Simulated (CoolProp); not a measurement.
A single-stage vapour-compression cycle with benzene: evaporating at 313.15 K (dew point), condensing at 367.15 K (bubble point), superheat 5 K, subcooling 8 K, compressor efficiency 0.7, no pressure losses. Each further row changes one setting.

The numbers come from the reference Helmholtz-energy equation of state, Thol 2012 in CoolProp.

```csv
case,cooling COP,pressure ratio,discharge temperature (K),refrigerating effect (kJ/kg),volumetric capacity (kJ/m³)
as stated,[?],6.26,394.7,343,250
evaporating temperature 318.15 K,4.14,5.12,391.5,[?],[?]
condensing temperature 362.15 K,4.08,5.43,388.8,353,257
subcooling 13 K,[?],6.26,394.7,353,257
superheat 15 K,3.65,6.26,404.4,355,250
compressor efficiency 0.6,3.12,6.26,405.3,343,250
```

Task: Fill in the missing entries.

Result: 
- as stated, cooling COP: 3.64
- evaporating temperature 318.15 K, refrigerating effect (kJ/kg): 349
- evaporating temperature 318.15 K, volumetric capacity (kJ/m³): 306
- subcooling 13 K, cooling COP: 3.74
